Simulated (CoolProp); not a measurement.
Values from CoolProp's reference Helmholtz-energy equation of state, Lemmon 2003. It is a pseudo-pure fit of the blend.

Q: For R410A, give the phase and the cv (kJ/(kg K)), viscosity (µPa s) at 291.8 K and 0.101 MPa.

A: 
- 291.8 K and 0.101 MPa: gas; cv 0.691, viscosity 12.6

Viscosity comes from a separate model (Geller 2000).
